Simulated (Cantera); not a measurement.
**Equilibrium for silicon epitaxy and polysilicon growth: SiHCl3 + N2**

Charge: 1 mol SiHCl3, 63 mol N2, at 0.140 bar.

Method: chemical equilibrium by Gibbs-energy minimisation in Cantera with the NASA 1993 tables (ideal gas, pure condensed phases). Candidate condensed phases: NH4Cl, Si, Si3N4; 28 gas species. N2 is the only nitrogen source here; it is nearly inert below about 1500 K, so the nitride shown seldom forms there in practice. The tables' values for SiCl3 are old estimates; treat these amounts as uncertain. The numbers say what is thermodynamically allowed, not how fast it happens.

| T (K) | x N2 | x HCl | x SiCl4 | x SiCl3 | x SiCl2 | n Si3N4(s) |
|---|---|---|---|---|---|---|
| 1000 | 0.977 | 0.0139 | 0.00821 | 5.64e-6 | 9.38e-8 | 0.158 |
| 1050 | 0.977 | 0.0140 | 0.00817 | 1.46e-5 | 4.70e-7 | 0.158 |
| 1100 | 0.977 | 0.0141 | 0.00813 | 3.44e-5 | 2.03e-6 | 0.159 |
| 1150 | 0.977 | 0.0142 | 0.00807 | 7.52e-5 | 7.66e-6 | 0.159 |
| 1200 | 0.977 | 0.0143 | 0.00799 | 0.000153 | 2.58e-5 | 0.158 |
| 1250 | 0.977 | 0.0143 | 0.00784 | 0.000293 | 7.84e-5 | 0.157 |
| 1300 | 0.977 | 0.0144 | 0.00758 | 0.000526 | 0.000216 | 0.155 |
| 1350 | 0.976 | 0.0144 | 0.00714 | 0.000882 | 0.000544 | 0.150 |
| 1400 | 0.976 | 0.0144 | 0.00641 | 0.00137 | 0.00125 | 0.139 |
x: gas mole fraction; n: condensed amount in mol.

From 1000 K to 1400 K the condensed part is Si3N4(s). The main Si-bearing gas is SiCl4 throughout.
